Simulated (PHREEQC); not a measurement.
Consider water at 25 °C with 0.0066 mol/kgw Cu(NO3)2. Closed to the air; pH follows from the charge balance.

All values are PHREEQC results (ion-association model, wateq4f.dat), not measurements.

Q: The ionic strength comes out as 0.0198 mol/kgw. What activity coefficients do CuOH+, H+, NO3-, Cu+2, Cu2(OH)2+2 get?

A: CuOH+ 0.87, H+ 0.89, NO3- 0.86, Cu+2 0.60, Cu2(OH)2+2 0.58.

Precipitation was switched off in this run.
